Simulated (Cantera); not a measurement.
A freely propagating, adiabatic, planar premixed flame of H₂ : O₂ : N₂ = 1 : 0.294 : 0.941 (molar parts), equivalence ratio 1.7, unburnt at 475 K and 100.0 Torr; mixture-averaged transport, grid criteria slope 0.08 and curve 0.16, no radiation.

Computed with Cantera and the H2/O2 subset of GRI-Mech 3.0, which has no nitrogen chemistry. Burning velocities carry a grid error of a few per cent, more on coarse grids.

Predict: laminar burning velocity; thermal thickness; peak x(OH); peak x(H₂O₂); peak x(O).


```
Item                        Result
------------------------  --------
laminar burning velocity  525 cm/s
thermal thickness          5.47 mm
peak x(OH)                 0.00949
peak x(H₂O₂)               3.98e-6
peak x(O)                  0.00732
```
